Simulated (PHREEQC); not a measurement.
A solution holds 12.8 mmol/kgw CaCl2, 24 mmol/kgw Na2SO4 and 24 mmol/kgw KBr, at 15 °C. Closed to the air; pH follows from the charge balance.

Equilibrium calculation in PHREEQC: ion-association model, phreeqc.dat.

| Property | Result |
|---|---|
| ionic strength | 0.115 mol/kgw |
| specific conductance | 7220 µS/cm |
| density | 1.005 g/cm³ |

| species | molality | activity | log γ |
|---|---|---|---|
| Na+ | 0.0466 | 0.0363 | -0.108 |
| Cl- | 0.0256 | 0.0194 | -0.119 |
| Br- | 0.0240 | 0.0179 | -0.128 |
| K+ | 0.0231 | 0.0175 | -0.121 |
| SO4-2 | 0.0181 | 0.00652 | -0.443 |
| Ca+2 | 0.00915 | 0.00349 | -0.419 |
| CaSO4 | 0.00364 | 0.00374 | 0.012 |
| NaSO4- | 0.00142 | 0.00111 | -0.107 |
| KSO4- | 0.000856 | 0.000670 | -0.107 |

Precipitation was switched off in this run.
